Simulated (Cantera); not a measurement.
Mixture: CH4 : CO : O2 : N2 = 1 : 0.24 : 1.01 : 3.8 (molar parts), at 57000 Pa, adiabatic and at constant pressure. Ignition delay is the time to a rise of 400 K.

Computed with Cantera and GRI-Mech 3.0 (53 species, 325 reactions).

Predict: delay at 1275 K; delay at 1475 K; delay at 1675 K; delay at 1875 K; apparent activation energy between 1775 and 1975 K.


| Property | Value |
|---|---|
| delay at 1275 K | 45.9 ms |
| delay at 1475 K | 3.45 ms |
| delay at 1675 K | 0.511 ms |
| delay at 1875 K | 0.134 ms |
| apparent activation energy between 1775 and 1975 K | 170 kJ/mol |
